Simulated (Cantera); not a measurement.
Input: 1 mol C₃H₈, 2.7 mol NH₃, 29 mol H₂, at 133 Pa.

Cantera equilibrium calculation (NASA polynomials, part measured and part estimated; ideal gas, pure solids and liquids). Candidate condensed phases: C, C₆H₆, C₇H₈, C₈H₁₈; 92 gas species. The numbers say what is thermodynamically allowed, not how fast it happens. All values below are at 2725 K.

Base state: H 0.760, H₂ 0.198, N₂ 0.0168, C₃ 0.00730, HCN 0.00633, C₂H₂ (acetylene) 0.00438, C 0.00197, CN 0.00188 (mole fractions); condensed: gas only.

Question: What changes in the equilibrium state with this change: pressure from 133 Pa to 1330 Pa?

Answer: 
```
species             before     after
----------------  --------  --------
H₂                   0.198     0.548
H                    0.760     0.400
N₂                  0.0168    0.0205
C₂H₂ (acetylene)   0.00438    0.0141
HCN                0.00633    0.0126
C                  0.00197  0.000213
C₂                0.000758   8.82e-5
C₃                 0.00730  0.000917
C₅                 4.59e-5   6.71e-6
C₄H₂               4.03e-5  0.000151
C(graphite), mol         0     0.616
```
